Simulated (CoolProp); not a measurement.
Saturation properties of dimethyl ether.

Values from CoolProp's reference Helmholtz-energy equation of state, Wu 2011.

| T (K) | p (bar) | liquid density (kg/m³) | vapour density (kg/m³) | enthalpy of vaporisation (kJ/kg) | surface tension (mN/m) |
|---|---|---|---|---|---|
| 295.2 | 5.416 | 666.2 | 11.45 | 404.7 | 11.7 |
| 300.2 | 6.259 | 658.1 | 13.17 | 397.3 | 11.0 |
| 305.2 | 7.197 | 649.8 | 15.10 | 389.6 | 10.3 |
| 310.3 | 8.257 | 641.2 | 17.30 | 381.4 | 9.65 |
| 315.3 | 9.404 | 632.5 | 19.70 | 373.1 | 8.98 |
| 320.3 | 10.67 | 623.5 | 22.38 | 364.5 | 8.32 |
| 325.4 | 12.08 | 614.1 | 25.41 | 355.3 | 7.66 |
| 330.4 | 13.59 | 604.6 | 28.73 | 345.9 | 7.02 |

It boils at 248.4 K under 1 atm.

Surface tension comes from a separate correlation (Mulero 2012).
